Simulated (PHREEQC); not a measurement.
Solution (45 °C): 35 mmol/kgw K2CO3, 41 mmol/kgw LiCl, 0.84 mmol/kgw H2SO4 and 0.86 mmol/kgw NaBF4. Closed to the air; pH follows from the charge balance.

All values are PHREEQC results (ion-association model, phreeqc.dat), not measurements.

| Property | Result |
|---|---|
| pH | 10.46 |
| ionic strength | 0.140 mol/kgw |
| specific conductance | 16900 µS/cm |
| density | 0.996 g/cm³ |
| total alkalinity | 65.7 meq/kg |

```tsv
species	molality	activity	log γ
K+	0.0699	0.0511	-0.136
Cl-	0.0410	0.0301	-0.134
Li+	0.0410	0.0315	-0.114
CO3-2	0.0280	0.00941	-0.474
HCO3-	0.00669	0.00509	-0.119
F-	0.00344	0.00250	-0.138
OH-	0.00160	0.00117	-0.138
H2BO3-	0.000834	0.000630	-0.122
SO4-2	0.000662	0.000212	-0.494
```

This is a speciation only: nothing precipitates in the calculation. At this temperature some constants are extrapolated from 25 °C, and those without enthalpy data are left unchanged. Real BF4- forms and hydrolyses slowly; the run takes it at equilibrium.
